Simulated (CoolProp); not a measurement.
Vapour-liquid equilibrium of 1-butene (1) + n-perfluorobutane (2) at 313.4 K; x and y are mole fractions of (1).

Model: multi-fluid Helmholtz-energy mixture model, Lemmon 2005 and Gao 2022; pair parameters Bell 2016, in CoolProp.

Task: Give the bubble pressure and the first vapour's composition at x = 0.25, 0.65, 0.95. Is there an azeotrope?

Result: x = 0.25: 0.6589 MPa, y = 0.465; x = 0.65: 0.7346 MPa, y = 0.593; x = 0.95: 0.6076 MPa, y = 0.751. y crosses x between x = 0.55 and 0.65: the model has an azeotrope there.

The pair parameters rest on a limited set of measurements; away from them the model extrapolates. With so large a gap from Raoult's law the liquid may split in two, which this calculation doesn't test in full.
